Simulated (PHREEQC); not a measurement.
A solution holds 0.0019 mol HF, 0.00062 mol H2SiF6, 0.1 mol H3PO4 and 0.0057 mol HNO3 per kg of water, at 25 °C. Closed to the air; pH follows from the charge balance.

The numbers come from PHREEQC with the ion-association model, phreeqc.dat.

No solid was allowed to form.

Order these F species by the share of F that they hold, largest first: SiF6-2, HF, F-.

HF (65 %), SiF6-2 (33 %), F- (2.0 %)

The pH is 1.58 and the ionic strength 0.0302 mol/kgw. Examples of supersaturated solids here: Quartz (slow to form), Chalcedony (slow to form). Others may be too. SiF6-2 is the database's only silicon fluoride.
